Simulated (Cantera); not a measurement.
Input: 1 mol MgSO4, 2.5 mol H2, 0.54 mol O2, equilibrated at 950 °C and 0.133 bar.

Equilibrium computed with Cantera from the NASA thermochemical tables; the gas is ideal and each condensed phase is pure. Candidate condensed phases: H2O, H2SO4, Mg, MgO, Mg(OH)2, MgS, MgSO4, S; 26 gas species. Gases not in the tables: S3 to S7. The numbers say what is thermodynamically allowed, not how fast it happens.

Base state: H2O 0.713, SO2 0.244, S2 0.0189, H2 0.0118, H2S 0.0111, S2O 0.000816, SO 0.000288, SH 6.27e-5 (mole fractions); condensed: MgO(s).

### Question
What changes in the equilibrium state with this change: temperature from 950 °C to 500 °C?

### Answer
| species | before | after |
|---|---|---|
| H2O | 0.713 | 0.714 |
| SO2 | 0.244 | 0.247 |
| H2S | 0.0111 | 0.0267 |
| H2 | 0.0118 | 0.000222 |
| S2 | 0.0189 | 0.0106 |
| SO | 0.000288 | 2.37e-7 |
| SH | 6.27e-5 | 8.98e-8 |
| S2O | 0.000816 | 0.000664 |
| MgO(s), mol | 1.00 | 1.00 |
